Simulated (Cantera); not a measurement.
Catalytic combustion on Pt

An isothermal plug-flow reactor at 850 K and 760 Torr (inlet), inlet velocity 2.8 m/s, active area per volume 1500 1/m; feed 0.399 % CO, 11.0 % O₂, 78.8 % N₂, 9.87 % H₂O.

Computed with Cantera and Deutschmann's 1995 Pt surface mechanism with GRI-Mech 3.0 gas chemistry. Catalytic surfaces can have several steady states; this one follows from the mechanism file's or the stated starting coverage. Mass transfer to the wall is taken as infinitely fast.

```csv
z (m),x CO,x O₂,x H₂O,x CO₂,θ free Pt,θ O*,θ OH*,θ CO*
4.3e-05,0.00376,0.110,0.0987,0.000225,0.0864,0.905,0.00734,0.00152
7.2e-05,0.00363,0.110,0.0987,0.000362,0.0848,0.907,0.00728,0.00140
0.00012,0.00342,0.109,0.0987,0.000568,0.0824,0.909,0.00719,0.00125
0.0002,0.00312,0.109,0.0987,0.000867,0.0794,0.912,0.00707,0.00106
0.00033,0.00272,0.109,0.0988,0.00127,0.0760,0.916,0.00693,0.000839
0.00055,0.00221,0.109,0.0988,0.00178,0.0722,0.920,0.00677,0.000611
0.00093,0.00159,0.109,0.0988,0.00240,0.0685,0.925,0.00661,0.000395
0.0015,0.00102,0.108,0.0989,0.00297,0.0655,0.928,0.00648,0.000231
0.0026,0.000463,0.108,0.0989,0.00353,0.0630,0.930,0.00636,9.67e-5
0.0043,0.000146,0.108,0.0989,0.00385,0.0618,0.932,0.00630,2.92e-5
```
x: gas mole fraction; θ: surface coverage.
